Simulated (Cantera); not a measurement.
Charge: 1 mol H₂S, 0.6 mol H₂O, 0.4 mol N₂, 0.071 mol SO₂, at 823.15 K.

These are equilibrium values from Cantera (NASA tables, ideal gas, pure condensed phases), not measurements of a reactor. Candidate condensed phases: H₂O, H₂SO₄, S; 35 gas species. The ideal-gas law is rough above about 30 bar. Gases not in the tables: S₃ to S₇. Kinetics and transport are ignored.

Problem. Which condensed phases are stable at each of these points (P (Pa)): 10, 200, 3900, 77000, 1500000, 30000000?

Solution. 
| P (Pa) | condensed phases |
|---|---|
| 10 | gas only |
| 200 | gas only |
| 3900 | gas only |
| 77000 | gas only |
| 1500000 | gas only |
| 30000000 | S(l) |

From 0.0750 Torr to 11300 Torr nothing is condensed. At 225000 Torr the condensed part is S(l).
